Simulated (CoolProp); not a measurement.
Methanol along the isotherm 270.45 °C: density (kg/m³) from the reference equation and from simpler models built on Tc = 240.2 °C, pc = 82.16 bar, ω = 0.565; each cubic takes its own stable root.

Values from CoolProp's reference Helmholtz-energy equation of state, de Reuck 1993.

```csv
p (bar),phase,reference,ideal gas,van der Waals,Redlich-Kwong,Soave-Redlich-Kwong,Peng-Robinson
13.7,gas,10.16,9.712,10.17,10.22,10.18,10.25
27.4,gas,21.43,19.42,21.42,21.64,21.47,21.74
41.1,gas,34.24,29.14,34.12,34.65,34.16,34.85
54.8,gas,49.11,38.85,48.93,49.88,48.73,50.09
68.5,gas,66.96,48.56,67.07,68.50,65.93,68.31
82.2,supercritical,90.01,58.27,91.59,92.88,87.03,90.96
95.9,supercritical,120.9,67.99,134.1,129.3,114.3,120.5
110,supercritical,170.9,77.98,200.2,190.5,152.1,161.6
123,supercritical,250.2,87.20,226.3,236.9,192.6,205.7
137,supercritical,333.2,97.12,242.7,266.2,228.5,246.0
151,supercritical,383.0,107.0,254.3,286.3,254.3,275.6
164,supercritical,410.5,116.3,262.9,300.7,272.5,296.6
178,supercritical,432.1,126.2,270.6,313.5,288.2,314.7
192,supercritical,449.1,136.1,277.1,324.4,301.3,329.9
205,supercritical,462.4,145.3,282.5,333.2,311.8,341.9
```
